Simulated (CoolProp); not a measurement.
Computed with CoolProp (reference Helmholtz-energy equation of state, Aleksandrov 2011). It is a short technical equation, of lower accuracy than the large ones.

### Question
For n-undecane, give the phase and the cv (kJ/(kg K)) at 345.45 °C and 0.829 bar; 345.45 °C and 2.49 bar; 345.45 °C and 9.12 bar.

### Answer
- 345.45 °C and 0.829 bar: gas; cv 2.86
- 345.45 °C and 2.49 bar: gas; cv 2.87
- 345.45 °C and 9.12 bar: gas; cv 2.92
